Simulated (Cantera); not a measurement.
Feed: 1 mol Fe(CO)5, 0.19 mol CO, 47 mol N2.

These are equilibrium values from Cantera (NASA tables, ideal gas, pure condensed phases), not measurements of a reactor. Candidate condensed phases: C, Fe, Fe(CO)5, FeO, Fe2O3, Fe3O4; 27 gas species. The tables' stoichiometric FeO is somewhat more stable than real wüstite, so its field is too wide. FeO: taken at fixed stoichiometry. Condensed phases not in the tables: cementite and carbon dissolved in iron. The numbers say what is thermodynamically allowed, not how fast it happens.

Stable condensed phases, one row left out:

```
T in K \ P in Pa
              10      32     100     320    1000    3200   10000   32000  100000  320000 1000000
   1198        A       A       A       A       A       A       B       B       B       B       B
   1173        A       A       A       A       A       A       B       B       B       B       B
   1123        A       A       A       A       A       B       B       B       B       B       B
   1098        A       A       A       A       A       B       B       B       B       B       B
   1073        A       A       A       A       B       B       B       B       B       B       B
   1048        A       A       A       A       B       B       B       B       B       B       B
   1023        A       A       A       B       B       B       B       B       B       B       B
    998        A       A       A       B       B       B       B       B       B       B       C
    973        A       A       A       B       B       B       B       B       B       B       C
    948        A       A       B       B       B       B       B       B       B       C       C
```

A: Fe; B: C + Fe; C: C + FeO.

Task: Give the row for 1148 K.

Result: 10: Fe; 32: Fe; 100: Fe; 320: Fe; 1000: Fe; 3200: C + Fe; 10000: C + Fe; 32000: C + Fe; 100000: C + Fe; 320000: C + Fe; 1000000: C + Fe.
